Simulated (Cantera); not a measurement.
An isothermal, constant-pressure homogeneous reactor starts with NO : N2 = 1 : 0.7 (molar parts), at 1750 K and 750 Torr.

Model: GRI-Mech 3.0 (53 species, 325 reactions), integrated in Cantera.

One state of this run: x NO = 0.557; x O = 1.12e-5; x O2 = 0.0149; x NO2 = 0.000478; x N2O = 0.000126; x N2 = 0.427. x: mole fraction; the columns are a selection and need not sum to one.

Problem. Which value of t (s) does it belong to?
A) 1.76
B) 0.00166
C) 0.308
D) 9.00e-6

Solution. C, 0.308
